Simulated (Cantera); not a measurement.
**acetone + O2 (carbon deposition, reforming and gasification)**

Charge: 1 mol acetone, 0.03 mol O2.

Cantera equilibrium calculation (NASA polynomials, part measured and part estimated; ideal gas, pure solids and liquids). Candidate condensed phases: C, C6H6, C7H8, C8H18, H2O; 110 gas species. The feed counts by its element totals alone. The ideal-gas law is rough above about 30 bar. Rates play no part.

Stable condensed phases:

```
T in °C \ P in Pa
               10       56      320     1800    10000    56000   320000  1800000 10000000
   2652         A        A        B        B        B        B        B        B        B
   2502         A        B        B        B        B        B        B        B        B
   2352         B        B        B        B        B        B        B        B        B
   2202         B        B        B        B        B        B        B        B        B
   2052         B        B        B        B        B        B        B        B        B
   1902         B        B        B        B        B        B        B        B        B
   1752         B        B        B        B        B        B        B        B        B
   1602         B        B        B        B        B        B        B        B        B
   1452         B        B        B        B        B        B        B        B        B
   1302         B        B        B        B        B        B        B        B        B
```

A: gas only; B: C.
